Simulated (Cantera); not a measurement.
An adiabatic, constant-pressure homogeneous reactor starts with CO : H₂ : CH₄ : O₂ : N₂ = 1 : 1 : 0.08 : 2.83 : 10.6 (molar parts), at 1800 K and 31000 Pa. Integrator tolerance rtol = 1e-08.

Computed with Cantera and GRI-Mech 3.0 (53 species, 325 reactions).

**Question.** What does this change do: initial temperature 1800 to 1375 K?

**Answer.** 
| quantity | before | after |
|---|---|---|
| time of steepest temperature rise | 28.1 µs | 96.3 µs |
| temperature at 0.400 s | 2530 K | 2310 K |
| equilibrium temperature | 2530 K | 2310 K |
| x(CO) at 0.400 s | 0.0141 (gas-phase equilibrium 0.0141) | 0.00471 (gas-phase equilibrium 0.00470) |
| x(H₂) at 0.400 s | 0.00257 (gas-phase equilibrium 0.00257) | 0.000900 (gas-phase equilibrium 0.000898) |
| x(CH₄) at 0.400 s | <1e-12 (gas-phase equilibrium <1e-12) | <1e-12 (gas-phase equilibrium <1e-12) |
| x(N₂O) at 0.400 s | 4.78e-7 (gas-phase equilibrium 4.78e-7) | 3.24e-7 (gas-phase equilibrium 3.26e-7) |
| x(CH₂CO) at 0.400 s | <1e-12 (gas-phase equilibrium <1e-12) | <1e-12 (gas-phase equilibrium <1e-12) |
